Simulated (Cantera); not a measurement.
What does this Cantera script print?

```python
import numpy as np
import cantera as ct

gas_names = """
    CL CLO CL2 H HCL HNO HNO2 HNO3 HOCL HO2 H2 H2O H2O2 Mg MgCL MgCL2 MgH MgN MgO MgOH MgO2H2 Mg2 N NH
    NH2 NH3 NH2OH NO NO2 NO3 N2 N2H2 N2H4 N2O O OH O2 O3
""".split()
cond_names = """
    H2O(s) H2O(L) Mg(cr) Mg(L) MgCL2(s) MgCL2(L) MgO(s) MgO(L) MgO2H2(s) NH4CL(a) NH4CL(b)
""".split()


def load(file, names, dense=False):
    # The tables refer to 1 bar. Condensed volumes are neglected.
    table = {s.name: s for s in ct.Species.list_from_file(file)}
    out = []
    for n in names:
        d = dict(table[n].input_data)
        d["thermo"] = dict(d["thermo"], **{"reference-pressure": 1e5})
        if dense:
            d["equation-of-state"] = {"model": "constant-volume", "density": "1e6 g/cm^3"}
        out.append(ct.Species.from_dict(d))
    return out


gas = ct.Solution(thermo="ideal-gas", species=load("nasa_gas.yaml", gas_names))
cond = {s.name: ct.Solution(thermo="fixed-stoichiometry", species=[s], name=s.name)
        for s in load("nasa_condensed.yaml", cond_names, dense=True)}
atoms = {
    'MgO': {'Mg': 1, 'O': 1},
    'HCl': {'H': 1, 'CL': 1},
    'N2': {'N': 2},
}
top_T = {}  # K; cautious upper limits of use, not melting points


def equilibrate(T, P, feed):
    n = {}
    for name, mol in feed.items():
        for a, k in atoms[name].items():
            n[a] = n.get(a, 0.0) + k * mol
    gas.TPX = T, P, n
    mass = sum(n.values()) * gas.mean_molecular_weight
    gas.equilibrate("TP")
    valid = [c for c in cond.values() if c.min_temp <= T <= top_T.get(c.name, c.max_temp)]
    mix = ct.Mixture([(gas, mass / gas.mean_molecular_weight)] + [(c, 0.0) for c in valid])
    mix.T, mix.P = T, P
    mix.equilibrate("TP", solver="vcs", rtol=1e-11, max_steps=5000)
    return mix


results = []
feed = {'MgO': 1, 'HCl': 1.9, 'N2': 9}  # mol
T = 1623.15  # K
P = 10000  # Pa
mix = equilibrate(T, P, feed)
results.append((T, P, feed, dict(zip(mix.species_names, mix.species_moles))))
x = sorted(zip(gas.X, gas.species_names), reverse=True)
print(f"T = {T:g} K  P = {P:g} Pa  gas = {mix.phase_moles(0):.4g} mol")
print("   x: " + "  ".join(f"{s} {v:.3e}" for v, s in x if v > 1e-06))
print("   condensed (mol): " + ("  ".join(f"{mix.phase(i).name} {mix.phase_moles(i):.4g}"
      for i in range(1, mix.n_phases) if mix.phase_moles(i) > 1e-12) or "none"))
```

It prints:

```
T = 1623.15 K  P = 10000 Pa  gas = 10.91 mol
   x: N2 8.252e-01  HCL 1.409e-01  MgCL2 1.611e-02  H2O 1.610e-02  CL 1.049e-03  H2 5.371e-04  CL2 6.947e-06  OH 6.368e-06  H 5.073e-06  NO 3.920e-06
   condensed (mol): MgO(s) 0.8243
```

Method: chemical equilibrium by Gibbs-energy minimisation in Cantera with the NASA 1993 tables (ideal gas, pure condensed phases).
